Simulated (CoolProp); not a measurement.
Carbon dioxide along the isotherm 438.9 K: fugacity coefficient from the reference equation and from simpler models built on Tc = 304.1 K, pc = 7.377 MPa, ω = 0.224; each cubic takes its own stable root.

The numbers come from the reference Helmholtz-energy equation of state, Span 1996 in CoolProp.

```tsv
p (MPa)	phase	reference	van der Waals	Redlich-Kwong
0.233	gas	0.9970	0.9963	0.9965
0.442	gas	0.9944	0.9931	0.9934
0.838	gas	0.9894	0.9869	0.9875
1.59	gas	0.9800	0.9752	0.9764
3.01	gas	0.9625	0.9533	0.9560
5.71	gas	0.9306	0.9126	0.9185
10.8	supercritical	0.8749	0.8393	0.8535
20.5	supercritical	0.7871	0.7215	0.7538
38.9	supercritical	0.6937	0.6224	0.6551
73.8	supercritical	0.6804	0.6540	0.6394
```
